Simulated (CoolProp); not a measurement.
Vapour-liquid equilibrium of methanol (1) + ethanol (2) at 350 K; x and y are mole fractions of (1).

Values from CoolProp's multi-fluid Helmholtz-energy mixture model, de Reuck 1993 and Schroeder 2014; pair parameters Bell 2016.

Give the bubble pressure and the first vapour's composition at x = 0.2, 0.725, 0.95. Is there an azeotrope?

x = 0.2: 0.1084 MPa, y = 0.291; x = 0.725: 0.1420 MPa, y = 0.813; x = 0.95: 0.1580 MPa, y = 0.970. No azeotrope shows between x = 0.05 and 0.95.

The pair parameters rest on a limited set of measurements; away from them the model extrapolates.
